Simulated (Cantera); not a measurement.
Input: 1 mol Ti(OiPr)4, 0.066 mol C3H8, 7.7 mol NH3, held at 1948.15 K and 7.50 Torr.

Cantera equilibrium calculation (NASA polynomials, part measured and part estimated; ideal gas, pure solids and liquids). Candidate condensed phases: C, C6H6, C7H8, C8H18, H2O, Ti, TiC, TiN, TiO, TiO2, Ti2O3, Ti3O5, Ti4O7; 139 gas species. The feed counts by its element totals alone. TiC: taken at fixed stoichiometry. Rates play no part.

Base state: H2 0.756, CO 0.118, N2 0.112, H 0.00983, HCN 0.00348, C2H2 (acetylene) 0.000408, HNC 0.000179 (mole fractions); condensed: C(graphite) + TiC(s).

### Question
What changes in the equilibrium state with this change: NH3 from 7.7 to 0.94 mol?

### Answer
```json
[
 {"species": "H2", "before": "0.756", "after": "0.768"},
 {"species": "CO", "before": "0.118", "after": "0.198"},
 {"species": "N2", "before": "0.112", "after": "0.0224"},
 {"species": "HCN", "before": "0.00348", "after": "0.00157"},
 {"species": "HNC", "before": "0.000179", "after": "8.09e-5"},
 {"species": "C2H2 (acetylene)", "before": "0.000408", "after": "0.000414"},
 {"species": "H", "before": "0.00983", "after": "0.00991"},
 {"species": "C(graphite), mol", "before": "7.05", "after": "7.15"},
 {"species": "TiC(s), mol", "before": "1.000", "after": "1.000"}
]
```
